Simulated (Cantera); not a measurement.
Tantalum, niobium, vanadium and zirconium in process gases: Zr + H₂O + N₂

Input: 1 mol Zr, 26 mol H₂O, 0.54 mol N₂, equilibrated at 1.33 mbar.

Equilibrium computed with Cantera from the NASA thermochemical tables; the gas is ideal and each condensed phase is pure. Candidate condensed phases: H₂O, Zr, ZrN, ZrO₂; 28 gas species. Equilibrium is a limit: real reactors are often held back by kinetics, nucleation or transport.

| T (K) | log p H₂O | log p H | log p O | log p H₂ | log p OH | log p O₂ | log p N₂ | log p ZrO₂ | n ZrO₂(monoclinic) | n ZrO₂(tetragonal) | n ZrO₂(s) |
|---|---|---|---|---|---|---|---|---|---|---|---|
| 1300 | -2.92 | -7.96 | -12.73 | -4.00 | -8.76 | -11.96 | -4.57 | <-14 | 1.00 | 0 | 0 |
| 1450 | -2.92 | -7.02 | -10.64 | -4.00 | -7.56 | -9.89 | -4.57 | <-14 | 1.00 | 0 | 0 |
| 1600 | -2.92 | -6.26 | -8.94 | -4.00 | -6.59 | -8.20 | -4.57 | <-14 | 0 | 1.00 | 0 |
| 1750 | -2.92 | -5.63 | -7.52 | -4.00 | -5.79 | -6.80 | -4.57 | -13.38 | 0 | 1.00 | 0 |
| 1900 | -2.93 | -5.09 | -6.36 | -3.98 | -5.12 | -5.66 | -4.57 | -11.55 | 0 | 1.00 | 0 |
| 2050 | -2.95 | -4.59 | -5.45 | -3.90 | -4.61 | -4.88 | -4.58 | -9.99 | 0 | 1.000 | 0 |
| 2200 | -3.02 | -4.13 | -4.78 | -3.76 | -4.25 | -4.42 | -4.62 | -8.64 | 0 | 1.000 | 0 |
| 2350 | -3.17 | -3.73 | -4.27 | -3.65 | -4.01 | -4.17 | -4.68 | -7.48 | 0 | 0.999 | 0 |
| 2500 | -3.45 | -3.42 | -3.88 | -3.63 | -3.91 | -4.08 | -4.78 | -6.45 | 0 | 0.989 | 0 |
| 2650 | -3.92 | -3.21 | -3.62 | -3.77 | -3.98 | -4.17 | -4.90 | -5.55 | 0 | 0 | 0.885 |
| 2800 | -4.61 | -3.12 | -3.48 | -4.06 | -4.22 | -4.44 | -5.00 | -4.74 | 0 | 0 | 0.0580 |
log p: log10 of the partial pressure in bar; n: condensed amount in mol.

From 1300 K to 1450 K the condensed part is ZrO₂(monoclinic). From 1600 K to 2500 K the condensed part is ZrO₂(tetragonal). From 2650 K to 2800 K the condensed part is ZrO₂(s).
